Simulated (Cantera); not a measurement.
Ammonia decomposition in nitride growth gas

An isothermal, constant-pressure homogeneous reactor starts with 9.09 % NH3, 90.9 % N2, at 1675 K and 0.0300 bar.

Model: the gas-phase N/H chemistry of the illustrative SiF4/NH3 mechanism in the Surface Chemkin manual (1991), integrated in Cantera. Walls and surfaces, which speed up NH3 decomposition in real reactors, are not modelled.

```tsv
t (s)	x NH3	x H2	x N	x NH2	x H	x N2H4
0.000600	0.0909	2.35e-7	<1e-12	4.83e-7	1.39e-8	<1e-12
0.00159	0.0909	6.43e-7	<1e-12	1.30e-6	1.39e-8	<1e-12
0.00419	0.0909	1.73e-6	<1e-12	3.46e-6	1.40e-8	3.92e-12
0.0111	0.0909	4.69e-6	8.42e-12	9.14e-6	1.48e-8	2.77e-11
0.0293	0.0909	1.44e-5	7.08e-11	2.41e-5	2.16e-8	1.94e-10
0.0775	0.0908	7.90e-5	4.62e-10	6.26e-5	8.24e-8	1.31e-9
0.205	0.0903	0.000774	5.11e-9	0.000122	6.30e-7	4.99e-9
0.541	0.0880	0.00388	2.72e-8	0.000117	2.29e-6	4.56e-9
1.43	0.0827	0.0112	7.19e-8	9.44e-5	5.30e-6	2.98e-9
3.78	0.0719	0.0260	1.16e-7	7.38e-5	1.08e-5	1.82e-9
10.0	0.0530	0.0520	1.33e-7	5.37e-5	2.12e-5	9.63e-10
```
x: mole fraction; the columns are a selection and need not sum to one.

Equilibrium at this temperature and pressure: NH3 4.73e-8, H2 0.125, N 1.80e-11, NH2 2.26e-10, H 0.000238, N2H4 <1e-12 (gas phase only).
